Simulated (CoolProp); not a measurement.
Computed with CoolProp (reference Helmholtz-energy equation of state, Lemmon 2006). It is a short technical equation, of lower accuracy than the large ones.

Task: For C3F8 (R218), give the phase and the cp (kJ/(kg K)), cv (kJ/(kg K)) at -73.65 °C and 101 kPa; 8.05 °C and 101 kPa; 48.95 °C and 101 kPa.

Result: 
- -73.65 °C and 101 kPa: liquid; cp 0.900, cv 0.620
- 8.05 °C and 101 kPa: gas; cp 0.773, cv 0.722
- 48.95 °C and 101 kPa: gas; cp 0.830, cv 0.782
